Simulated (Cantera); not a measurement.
Reactions in the system Al-H-N

Source: NASA polynomial tables (part measured, part estimated), evaluated in Cantera. Values are per mole of reaction as written; species without (g) are pure solids or liquids, kept so even where they would boil at 1 bar.

3 H₂(g) + 2 AlN → 2 Al(g) + 2 NH₃(g)

```json
[
 {"T (K)": "300", "ΔH° (kJ)": "1203.4", "ΔS° (J/K)": "282.1", "ΔG° (kJ)": "1118.8", "log10 K": "-194.80"},
 {"T (K)": "1673", "ΔH° (kJ)": "1157.1", "ΔS° (J/K)": "219.5", "ΔG° (kJ)": "789.8", "log10 K": "-24.66"},
 {"T (K)": "1773", "ΔH° (kJ)": "1154.9", "ΔS° (J/K)": "218.3", "ΔG° (kJ)": "767.9", "log10 K": "-22.62"},
 {"T (K)": "1873", "ΔH° (kJ)": "1152.8", "ΔS° (J/K)": "217.1", "ΔG° (kJ)": "746.2", "log10 K": "-20.81"},
 {"T (K)": "1973", "ΔH° (kJ)": "1150.8", "ΔS° (J/K)": "216.1", "ΔG° (kJ)": "724.5", "log10 K": "-19.18"},
 {"T (K)": "2073", "ΔH° (kJ)": "1148.9", "ΔS° (J/K)": "215.1", "ΔG° (kJ)": "703.0", "log10 K": "-17.71"},
 {"T (K)": "2173", "ΔH° (kJ)": "1147.0", "ΔS° (J/K)": "214.2", "ΔG° (kJ)": "681.5", "log10 K": "-16.38"},
 {"T (K)": "2273", "ΔH° (kJ)": "1145.3", "ΔS° (J/K)": "213.4", "ΔG° (kJ)": "660.1", "log10 K": "-15.17"},
 {"T (K)": "2373", "ΔH° (kJ)": "1143.5", "ΔS° (J/K)": "212.7", "ΔG° (kJ)": "638.8", "log10 K": "-14.06"}
]
```
